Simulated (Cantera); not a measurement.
Input: 1 mol PbO, 0.42 mol CH₄, 0.16 mol CO, 0.32 mol C, at 101000 Pa.

Cantera equilibrium calculation (NASA polynomials, part measured and part estimated; ideal gas, pure solids and liquids). Candidate condensed phases: C, C₆H₆, C₇H₈, C₈H₁₈, H₂O, Pb, PbO, PbO₂, Pb₃O₄; 113 gas species. Gases not in the tables: (PbO)n polymers. Kinetics and transport are ignored. All values below are at 1925 °C.

Base state: Pb 0.363, CO 0.309, H₂ 0.230, H₂O 0.0746, CO₂ 0.0190, H 0.00265, PbO 0.00104, Pb₂ 0.000455 (mole fractions); condensed: gas only.

What changes in the equilibrium state with this change: 0.13 mol CO₂ added?


```tsv
species	before	after
Pb	0.363	0.346
CO	0.309	0.326
H₂	0.230	0.190
H₂O	0.0746	0.101
CO₂	0.0190	0.0329
PbO	0.00104	0.00162
OH	0.000120	0.000179
H	0.00265	0.00241
Pb₂	0.000455	0.000413
```

What changes in the equilibrium state with this change: CH₄ from 0.42 to 0.48 mol?


| species | before | after |
|---|---|---|
| Pb | 0.363 | 0.341 |
| CO | 0.309 | 0.316 |
| H₂ | 0.230 | 0.271 |
| H₂O | 0.0746 | 0.0555 |
| CO₂ | 0.0190 | 0.0122 |
| PbO | 0.00104 | 0.000613 |
| OH | 0.000120 | 8.19e-5 |
| Pb₂ | 0.000455 | 0.000401 |

What changes in the equilibrium state with this change: C from 0.32 to 1.8 mol?


```csv
species,before,after
CO,0.309,0.386
Pb,0.363,0.332
H₂,0.230,0.277
H₂O,0.0746,6.23e-6
CO₂,0.0190,1.64e-6
C₂H₂ (acetylene),<1e-9,0.000703
CH₄,<1e-9,2.06e-5
PbO,0.00104,6.58e-8
OH,0.000120,9.11e-9
Pb₂,0.000455,0.000381
"C(graphite), mol",0,1.22
```
